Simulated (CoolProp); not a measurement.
Properties of R236EA along the isobar 0.838 MPa.

The numbers come from the reference Helmholtz-energy equation of state, Rui 2013 in CoolProp.

```
T (°C)   phase  density (kg/m³)  Joule-Thomson coefficient (K/MPa)  isothermal compressibility (1/MPa)  expansivity (1/kK)  conductivity (mW/(m K))
------  ------  ---------------  ---------------------------------  ----------------------------------  ------------------  -----------------------
-5.15   liquid             1520                            -0.2647                            0.001804               1.898                     91.6
5.15    liquid             1490                            -0.2428                            0.002084               1.994                     87.5
15.45   liquid             1459                            -0.2164                            0.002427               2.106                     83.6
25.75   liquid             1427                            -0.1843                            0.002857               2.240                     79.8
36.05   liquid             1393                            -0.1448                            0.003405               2.403                     76.1
46.25   liquid             1358                           -0.09558                            0.004117               2.604                     72.6
56.55   liquid             1320                           -0.03160                            0.005100               2.866                     69.1
66.85   liquid             1280                            0.05374                            0.006512               3.216                     65.6
77.15      gas            53.40                              18.44                               1.521               5.865                     19.0
87.45      gas            50.47                              15.91                               1.459               5.128                     19.7
97.75      gas            48.01                              13.96                               1.415               4.598                     20.4
107.95     gas            45.91                              12.44                               1.383               4.199                     21.1
118.25     gas            44.04                              11.17                               1.357               3.879                     21.8
128.55     gas            42.38                              10.12                               1.336               3.618                     22.6
138.85     gas            40.87                              9.219                               1.319               3.400                     23.3
```

Thermal conductivity comes from a separate model (Huber 2003), an estimate that may be off by 10 % or more.
